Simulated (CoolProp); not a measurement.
A simple Rankine cycle with cyclopentane: condensing at 328.15 K, boiler at 0.481 MPa, turbine inlet 381.3 K, turbine efficiency 0.85, pump efficiency 0.8, no recuperator. Each further row changes one setting.

Computed with CoolProp (reference Helmholtz-energy equation of state, Gedanitz 2015).

```csv
case,thermal efficiency (%),net work (kJ/kg),heat in (kJ/kg),turbine exit temperature (K),volume ratio over the turbine
as stated,10.1,45.8,452,343.5,3.83
turbine inlet 401.3 K,10.1,49.1,487,[?],3.81
condensing temperature 320.15 K,11.6,54.2,[?],336.8,4.90
boiler pressure 0.337 MPa,7.7,[?],[?],[?],[?]
turbine efficiency 0.75,[?],40.4,452,[?],3.88
```

Problem. Some entries are withheld; supply them.

Solution. 
- turbine inlet 401.3 K, turbine exit temperature (K): 364.6
- condensing temperature 320.15 K, heat in (kJ/kg): 468
- boiler pressure 0.337 MPa, net work (kJ/kg): 35.2
- boiler pressure 0.337 MPa, heat in (kJ/kg): 458
- boiler pressure 0.337 MPa, turbine exit temperature (K): 354.2
- boiler pressure 0.337 MPa, volume ratio over the turbine: 2.68
- turbine efficiency 0.75, thermal efficiency (%): 8.9
- turbine efficiency 0.75, turbine exit temperature (K): 347.2
